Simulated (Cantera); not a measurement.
**Catalytic stagnation flow on Pt**

A jet of CH4 : O2 : N2 = 0.038 : 0.17 : 0.79 (molar parts), equivalence ratio 0.45 at 300 K and 128 Torr hits a platinum plate 3.6 cm away at a mass flux of 0.028 kg/m²/s; the plate temperature is set and raised in steps from an oxygen-covered start.

Computed with Cantera and Deutschmann's 1995 Pt surface mechanism with GRI-Mech 3.0 gas chemistry. Catalytic surfaces can have several steady states; this one follows from the mechanism file's or the stated starting coverage.

```tsv
plate T (K)	wall x CH4	wall x O2	wall x H2O	wall x OH	wall x CO	wall x CO2	θ free Pt	θ O*	θ OH*
950	0.0156	0.122	0.0418	9.08e-8	7.37e-6	0.0275	0.224	0.774	0.00190
1000	0.0108	0.112	0.0507	2.46e-7	6.86e-6	0.0335	0.290	0.708	0.00190
1050	0.00767	0.106	0.0563	5.91e-7	6.46e-6	0.0372	0.358	0.641	0.00179
1100	0.00570	0.102	0.0598	1.28e-6	6.27e-6	0.0395	0.424	0.575	0.00163
1150	0.00440	0.0991	0.0619	2.57e-6	6.31e-6	0.0409	0.487	0.511	0.00146
1200	0.00308	0.0972	0.0638	4.95e-6	9.40e-6	0.0416	0.548	0.451	0.00129
1250	0.00212	0.0953	0.0657	8.82e-6	1.23e-5	0.0426	0.605	0.394	0.00114
```
x: mole fraction at the wall; θ: surface coverage.
